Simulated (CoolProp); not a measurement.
Vapour-liquid equilibrium of dimethyl ether (1) + R236EA (2) at 11.3 bar; x and y are mole fractions of (1).

Computed with CoolProp (multi-fluid Helmholtz-energy mixture model, Wu 2011 and Rui 2013; pair parameters Bell 2016).

Give the bubble temperature and the first vapour's composition at x = 0.05, 0.15, 0.95. Is there an azeotrope?

x = 0.05: 84.9 °C, y = 0.053; x = 0.15: 84.3 °C, y = 0.166; x = 0.95: 51.8 °C, y = 0.989. No azeotrope shows between x = 0.05 and 0.95.

The pair parameters rest on a limited set of measurements; away from them the model extrapolates.
